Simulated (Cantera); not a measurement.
**Low-pressure radical oxidation in H2/O2**

An isothermal, constant-pressure homogeneous reactor starts with H2 : O2 = 0.15 : 1 (molar parts), at 1100 K and 970 Pa.

Cantera simulation using GRI-Mech 3.0 (53 species, 325 reactions); the numbers are that mechanism's predictions, not measurements. Radical loss at walls, strong at low pressure, is not modelled. The temperature is held fixed by assumption; the heat of reaction is taken as removed at once.

| t (s) | x H2 | x O2 | x H2O2 | x O | x H |
|---|---|---|---|---|---|
| 6.00e-6 | 0.130 | 0.870 | <1e-12 | 1.55e-12 | 5.61e-11 |
| 1.79e-5 | 0.130 | 0.870 | <1e-12 | 1.31e-11 | 1.61e-10 |
| 5.34e-5 | 0.130 | 0.870 | <1e-12 | 1.04e-10 | 4.48e-10 |
| 0.000159 | 0.130 | 0.870 | <1e-12 | 7.89e-10 | 1.46e-9 |
| 0.000475 | 0.130 | 0.870 | 3.25e-12 | 9.85e-9 | 1.22e-8 |
| 0.00142 | 0.130 | 0.870 | 3.90e-11 | 2.63e-6 | 3.09e-6 |
| 0.00423 | 0.00975 | 0.800 | 2.20e-7 | 0.0437 | 0.0445 |
| 0.0126 | 0.00328 | 0.815 | 1.55e-7 | 0.0372 | 0.0239 |
| 0.0377 | 0.00124 | 0.845 | 1.96e-7 | 0.0131 | 0.00497 |
| 0.112 | 0.000174 | 0.858 | 1.69e-7 | 0.00181 | 0.000249 |
| 0.335 | 1.81e-5 | 0.860 | 8.10e-8 | 0.000192 | 8.57e-6 |
| 1.00 | 2.51e-6 | 0.860 | 3.04e-8 | 2.75e-5 | 4.66e-7 |
x: mole fraction; the columns are a selection and need not sum to one.

Equilibrium at this temperature and pressure: H2 2.03e-9, O2 0.860, H2O2 1.15e-10, O 2.37e-8, H 1.19e-11 (gas phase only).
